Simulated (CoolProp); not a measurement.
R142b along the isobar 2120 kPa: density (kg/m³) from the reference equation and from simpler models built on Tc = 410.3 K, pc = 4055 kPa, ω = 0.232; each cubic takes its own stable root.

The numbers come from the reference Helmholtz-energy equation of state, Lemmon 2006 in CoolProp. It is a short technical equation, of lower accuracy than the large ones.

| T (K) | phase | reference | Redlich-Kwong | Peng-Robinson |
|---|---|---|---|---|
| 161.1 | liquid | 1413 | 1235 | 1397 |
| 184.8 | liquid | 1364 | 1200 | 1365 |
| 208.6 | liquid | 1315 | 1161 | 1329 |
| 232.3 | liquid | 1266 | 1118 | 1288 |
| 256 | liquid | 1215 | 1070 | 1241 |
| 279.8 | liquid | 1161 | 1017 | 1187 |
| 303.5 | liquid | 1104 | 956.4 | 1123 |
| 327.2 | liquid | 1040 | 886.1 | 1047 |
